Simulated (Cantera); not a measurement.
# Si + F2 + N2 (silicon etching in halogen gases)

Feed: 1 mol Si, 1.5 mol F2, 0.93 mol N2, at 500 °C and 0.0338 Torr.

These are equilibrium values from Cantera (NASA tables, ideal gas, pure condensed phases), not measurements of a reactor. Candidate condensed phases: Si, Si3N4; 16 gas species. N2 is the only nitrogen source here; it is nearly inert below about 1500 K, so the nitride shown seldom forms there in practice. Equilibrium is a limit: real reactors are often held back by kinetics, nucleation or transport.

```
Property                               Value
--------------------------------  ----------
x(N2)                                  0.504
x(SiF4)                                0.496
n(Si3N4(s))                       0.0833 mol
gas amount                         1.513 mol
log10 activity of Si(s) (absent)       -7.91
```
